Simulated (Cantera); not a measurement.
Input (Python, Cantera):

```python
import numpy as np
import cantera as ct

gas = ct.Solution("gri30.yaml")
gas.TPX = 1375, 101325, {'CH3OH': 1, 'O2': 1.36, 'N2': 13.6}
reactor = ct.IdealGasReactor(gas, energy="on", clone=False)
net = ct.ReactorNet([reactor])
net.rtol, net.atol = 1e-08, 1e-16
show = ['CH3OH', 'O2', 'C2H4', 'CH2', 'NO2', 'H', 'CO']
times = np.geomspace(9e-06, 3, 15)

steps = ct.SolutionArray(gas, extra=["t"])
rows = []
print(f"{'t/s':>10s}{'T/K':>9s}{'P/Pa':>11s}" + "".join(f"{s:>11s}" for s in show))
for t in times:
    while net.time < t:
        t_next = net.step()
        steps.append(gas.state, t=t_next)
    rows.append([np.interp(t, steps.t, y) for y in (steps.T, steps.P, *steps(*show).X.T)])
    print(f"{t:10.3e}{rows[-1][0]:9.1f}{rows[-1][1]:11.4g}" + "".join(f"{x:11.3e}" for x in rows[-1][2:]))
rate = np.gradient(steps.T, steps.t)
print("integrator steps:", len(steps.t))
if steps.T.max() > steps.T[0] + 200:
    print(f"time of steepest temperature rise: {steps.t[rate.argmax()]:.4e} s")
gas.TPX = 1375, 101325, {'CH3OH': 1, 'O2': 1.36, 'N2': 13.6}
gas.equilibrate("UV")
print(f"equilibrium (UV): T = {gas.T:.1f} K  " + "  ".join(f"{s} {gas[s].X[0]:.3e}" for s in show))
```

Result:

```
       t/s      T/K       P/Pa      CH3OH         O2       C2H4        CH2        NO2          H         CO
 9.000e-06   1375.0  1.013e+05  6.265e-02  8.521e-02  1.318e-11  9.136e-09  7.002e-20  2.760e-08  3.771e-07
 2.232e-05   1375.0  1.013e+05  6.264e-02  8.520e-02  9.491e-11  9.134e-09  1.476e-18  2.963e-08  9.447e-07
 5.536e-05   1375.0  1.013e+05  6.262e-02  8.519e-02  5.905e-10  9.130e-09  2.825e-17  3.490e-08  2.377e-06
 1.373e-04   1375.0  1.013e+05  6.255e-02  8.515e-02  2.209e-09  9.123e-09  5.509e-16  5.223e-08  6.226e-06
 3.406e-04   1375.4  1.014e+05  6.219e-02  8.497e-02  4.874e-09  9.152e-09  1.282e-14  1.463e-07  2.231e-05
 8.447e-04   1396.7  1.036e+05  5.389e-02  8.096e-02  1.128e-08  1.347e-08  1.509e-12  3.435e-06  1.456e-03
 2.095e-03   2456.7  1.896e+05  6.561e-17  3.418e-03  2.590e-24  9.187e-16  4.656e-08  1.580e-03  1.810e-02
 5.196e-03   2466.4  1.903e+05  6.086e-17  2.878e-03  2.758e-24  8.933e-16  1.240e-07  1.367e-03  1.763e-02
 1.289e-02   2462.2    1.9e+05  6.402e-17  2.667e-03  3.045e-24  9.102e-16  2.406e-07  1.355e-03  1.783e-02
 3.196e-02   2459.0  1.897e+05  6.650e-17  2.520e-03  3.275e-24  9.219e-16  3.201e-07  1.346e-03  1.798e-02
 7.928e-02   2458.5  1.897e+05  6.686e-17  2.499e-03  3.308e-24  9.235e-16  3.307e-07  1.345e-03  1.801e-02
 1.966e-01   2458.5  1.897e+05  6.686e-17  2.499e-03  3.309e-24  9.235e-16  3.308e-07  1.345e-03  1.801e-02
 4.877e-01   2458.5  1.897e+05  6.686e-17  2.499e-03  3.309e-24  9.235e-16  3.308e-07  1.345e-03  1.801e-02
 1.210e+00   2458.5  1.897e+05  6.686e-17  2.499e-03  3.309e-24  9.235e-16  3.308e-07  1.345e-03  1.801e-02
 3.000e+00   2458.5  1.897e+05  6.686e-17  2.499e-03  3.309e-24  9.235e-16  3.308e-07  1.345e-03  1.801e-02
integrator steps: 1925
time of steepest temperature rise: 1.0461e-03 s
equilibrium (UV): T = 2458.5 K  CH3OH 6.898e-17  O2 2.499e-03  C2H4 3.616e-24  CH2 1.022e-15  NO2 3.308e-07  H 1.345e-03  CO 1.801e-02
```

Detailed kinetics in Cantera: GRI-Mech 3.0 (53 species, 325 reactions). GRI-Mech 3.0 was tuned for natural gas; its chemistry of methanol as a main component is partial and can be far from experiment.
